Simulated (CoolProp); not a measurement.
Carbon monoxide at 298.15 K and 0.93 MPa is throttled through a valve to 0.176 MPa with no heat exchange. Each further row changes one setting.

Computed with CoolProp (reference Helmholtz-energy equation of state, Lemmon 2006). It is a short technical equation, of lower accuracy than the large ones.

```json
[
 {"case": "as stated", "temperature change (K)": "-1.9", "final density (kg/m³)": "…"},
 {"case": "outlet pressure 0.0528 MPa", "temperature change (K)": "-2.2", "final density (kg/m³)": "…"},
 {"case": "outlet pressure 0.229 MPa", "temperature change (K)": "-1.8", "final density (kg/m³)": "…"}
]
```

Task: Some entries are withheld; supply them.

Result: 
- as stated, final density (kg/m³): 2.00
- outlet pressure 0.0528 MPa, final density (kg/m³): 0.601
- outlet pressure 0.229 MPa, final density (kg/m³): 2.61
